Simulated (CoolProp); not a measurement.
n-undecane at several states: fugacity coefficient from the reference equation and from simpler models built on Tc = 638.8 K, pc = 1.990 MPa, ω = 0.539; each cubic takes its own stable root.

Values from CoolProp's reference Helmholtz-energy equation of state, Aleksandrov 2011. It is a short technical equation, of lower accuracy than the large ones.

```
T (K)  p (MPa)   phase  reference
-----  -------  ------  ---------
577.3    0.202     gas     0.9432
344.4   0.0953  liquid    0.01168
607.1     4.17  liquid     0.2645
606.7   0.0344     gas     0.9919
```

How far does each simpler model (Soave-Redlich-Kwong, Peng-Robinson) lie from the reference over these 4 states: mean and median of the absolute difference, and the worst?


- Soave-Redlich-Kwong: mean 4.3 %, median 2.8 %, worst +11.4 % at 607.1 K and 4.17 MPa
- Peng-Robinson: mean 2.9 %, median 2.8 %, worst +5.9 % at 344.4 K and 0.0953 MPa
